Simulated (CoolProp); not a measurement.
A single-stage vapour-compression cycle with propylene: evaporating at 295.15 K (dew point), condensing at 316.15 K (bubble point), superheat 2 K, subcooling 2 K, compressor efficiency 0.65, no pressure losses. Each further row changes one setting.

The numbers come from the reference Helmholtz-energy equation of state, Lemmon 2013 in CoolProp.

| case | cooling COP | pressure ratio | discharge temperature (K) | refrigerating effect (kJ/kg) | volumetric capacity (kJ/m³) |
|---|---|---|---|---|---|
| as stated | 7.88 | 1.65 | 328.5 | 292 | 6510 |
| evaporating temperature 300.15 K | 10.7 | 1.45 | 325.9 | 296 | 7500 |
| condensing temperature 311.15 K | 10.7 | 1.47 | 321.3 | 307 | 6820 |
| subcooling 7 K | 8.27 | 1.65 | 328.5 | 307 | 6830 |
| superheat 12 K | 7.88 | 1.65 | 338.6 | 311 | 6520 |
| compressor efficiency 0.55 | 6.67 | 1.65 | 331.6 | 292 | 6510 |
